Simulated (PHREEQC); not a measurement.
**Acid rinse or clean**

Consider water at 25 °C with 0.064 mol/kgw HNO3, 0.0039 mol/kgw ZnSO4 and 5.1e-05 mol/kgw MnSO4. Closed to the air; pH follows from the charge balance.

Model: ion-association model, phreeqc.dat, run in PHREEQC.

This is a speciation only: nothing precipitates in the calculation.

**Question.** What pH does the model give?

**Answer.** pH 1.29.

**Question.** In which forms is Zn present?

**Answer.** Zn+2 96 %, ZnSO4 4.0 % of the Zn.
